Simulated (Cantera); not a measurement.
Feed: 1 mol SiH4, 0.38 mol H2O, 0.55 mol H2, held at 952 °C and 11.0 Pa.

Method: chemical equilibrium by Gibbs-energy minimisation in Cantera with the NASA 1993 tables (ideal gas, pure condensed phases). Candidate condensed phases: H2O, Si, SiO2; 18 gas species. Mutual solubility and eutectic melting of coexisting phases are not modelled. The tables hold silica as quartz up to 1696 K and as liquid above; real silica turns to tridymite and cristobalite and melts near 1996 K. Rates play no part.

Base state: H2 0.990, SiO 0.00987, H 2.96e-5 (mole fractions); condensed: Si(s) + SiO2(β-quartz).

Q: What changes in the equilibrium state with this change: SiH4 replaced by SiH2Cl2?

A: 
```
species               before     after
-------------------  -------  --------
H2                     0.990     0.554
HCl                        0     0.214
SiCl2                      0     0.201
SiCl3                      0    0.0134
SiCl4                      0   0.00706
SiHCl3                     0  0.000572
H                    2.96e-5   2.21e-5
SiO                  0.00987   0.00987
Si(s), mol             0.795     0.148
SiO2(β-quartz), mol    0.175     0.176
```
The tables' values for SiCl3 are old estimates; treat these amounts as uncertain.
